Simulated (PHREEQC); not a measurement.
Solution (20 °C): 0.1 mol/kgw HF, 0.022 mol/kgw NaF and 0.043 mol/kgw HCl. Closed to the air; pH follows from the charge balance.

All values are PHREEQC results (ion-association model, wateq4f.dat), not measurements.

This is a speciation only: nothing precipitates in the calculation.

Task: Order these F species by the share of F that they hold, largest first: H2F2, F-, HF2-, HF.

Result: HF (64 %), H2F2 (32 %), F- (2.7 %), HF2- (1.6 %)

The pH is 1.67 and the ionic strength 0.0472 mol/kgw. wateq4f.dat counts part of the HF as a dimer, H2F2, which phreeqc.dat doesn't know; its constant is uncertain.
